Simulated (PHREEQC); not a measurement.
Dissolve 140 mmol/kgw CdSO4, 5.1 mmol/kgw H3BO3 and 180 mmol/kgw H2SO4 at 78 °C. Closed to the air; pH follows from the charge balance.

Computed with PHREEQC (ion-association model, phreeqc.dat).

| quantity | before | after |
|---|---|---|
| pH | 1.04 | 1.86 |
| ionic strength (mol/kgw) | 0.434 | 0.0518 |
| HSO4- (mol/kgw) | 0.240 | 0.0197 |
| CdSO4 (mol/kgw) | 0.0394 | 0.00441 |
| SO4-2 (mol/kgw) | 0.0265 | 0.00731 |

**Question.** Name the change that produced these shifts.
A) diluted 10-fold with water
B) CdSO4 from 0.14 to 0.21 mol/kgw
C) H2SO4 from 0.18 to 0.162 mol/kgw
D) H3BO3 replaced by Cu(BF4)2 at the same molality
E) H2SO4 replaced by ZnSO4 at the same molality

**Answer.** A, diluted 10-fold with water

Precipitation was switched off in this run. Constants without temperature data keep their 25 °C values here.
